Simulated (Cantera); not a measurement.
A closed system holds: 1 mol C3H6, 9.1 mol H2, 1.3 mol N2, held at 0.100 bar.

Method: chemical equilibrium by Gibbs-energy minimisation in Cantera with the NASA 1993 tables (ideal gas, pure condensed phases). Candidate condensed phases: C, C6H6, C7H8, C8H18; 92 gas species. The numbers say what is thermodynamically allowed, not how fast it happens.

x: gas mole fraction; n: condensed amount in mol.

```json
[
 {"T (K)": "1073", "x H2": "0.899", "x N2": "0.0974", "x CH4": "0.00371", "x HCN": "4.56e-6", "n C(graphite)": "2.95"},
 {"T (K)": "1123", "x H2": "0.900", "x N2": "0.0972", "x CH4": "0.00238", "x HCN": "8.86e-6", "n C(graphite)": "2.97"},
 {"T (K)": "1173", "x H2": "0.901", "x N2": "0.0972", "x CH4": "0.00158", "x HCN": "1.62e-5", "n C(graphite)": "2.98"},
 {"T (K)": "1223", "x H2": "0.902", "x N2": "0.0971", "x CH4": "0.00108", "x HCN": "2.83e-5", "n C(graphite)": "2.99"},
 {"T (K)": "1273", "x H2": "0.902", "x N2": "0.0971", "x CH4": "0.000764", "x HCN": "4.72e-5", "n C(graphite)": "2.99"},
 {"T (K)": "1323", "x H2": "0.902", "x N2": "0.0970", "x CH4": "?", "x HCN": "?", "n C(graphite)": "2.99"},
 {"T (K)": "1373", "x H2": "0.902", "x N2": "0.0970", "x CH4": "0.000410", "x HCN": "0.000117", "n C(graphite)": "2.99"},
 {"T (K)": "1423", "x H2": "0.903", "x N2": "0.0970", "x CH4": "0.000310", "x HCN": "0.000176", "n C(graphite)": "2.99"},
 {"T (K)": "1473", "x H2": "0.903", "x N2": "0.0969", "x CH4": "0.000239", "x HCN": "0.000258", "n C(graphite)": "2.99"},
 {"T (K)": "1523", "x H2": "0.903", "x N2": "0.0968", "x CH4": "0.000188", "x HCN": "0.000367", "n C(graphite)": "2.99"},
 {"T (K)": "1573", "x H2": "0.902", "x N2": "0.0968", "x CH4": "?", "x HCN": "?", "n C(graphite)": "2.99"},
 {"T (K)": "1623", "x H2": "0.902", "x N2": "0.0967", "x CH4": "0.000121", "x HCN": "0.000695", "n C(graphite)": "2.99"},
 {"T (K)": "1673", "x H2": "0.902", "x N2": "0.0965", "x CH4": "9.88e-5", "x HCN": "0.000930", "n C(graphite)": "2.98"},
 {"T (K)": "1723", "x H2": "0.902", "x N2": "0.0964", "x CH4": "8.18e-5", "x HCN": "0.00122", "n C(graphite)": "2.98"}
]
```

### Question
Some entries are withheld; supply them.

### Answer

- 1573, x CH4: 0.000149
- 1573, x HCN: 0.000510
- 1323, x CH4: 0.000553
- 1323, x HCN: 7.58e-5
